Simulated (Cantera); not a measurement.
# NO annealing gas

An isothermal, constant-pressure homogeneous reactor starts with NO : N2 = 1 : 0.35 (molar parts), at 2123 K and 825 Torr.

Detailed kinetics in Cantera: GRI-Mech 3.0 (53 species, 325 reactions).

```csv
t (s),x NO,x O,x O2,x N2,x N2O
5.00e-6,0.741,7.16e-6,4.06e-8,0.259,8.02e-6
1.72e-5,0.741,2.00e-5,4.32e-7,0.259,2.67e-5
5.92e-5,0.741,5.42e-5,5.23e-6,0.259,8.17e-5
0.000204,0.740,0.000151,9.56e-5,0.259,0.000194
0.000701,0.738,0.000214,0.000977,0.260,0.000269
0.00241,0.731,0.000233,0.00443,0.264,0.000267
0.00830,0.707,0.000288,0.0163,0.276,0.000246
0.0285,0.628,0.000419,0.0557,0.315,0.000189
0.0982,0.415,0.000651,0.162,0.422,7.84e-5
0.338,0.123,0.000872,0.308,0.568,7.09e-6
1.16,0.0202,0.000937,0.360,0.619,7.46e-7
4.00,0.0124,0.000942,0.364,0.623,6.44e-7
```
x: mole fraction; the columns are a selection and need not sum to one.

Equilibrium at this temperature and pressure: NO 0.0124, O 0.000942, O2 0.364, N2 0.623, N2O 6.44e-7 (gas phase only).
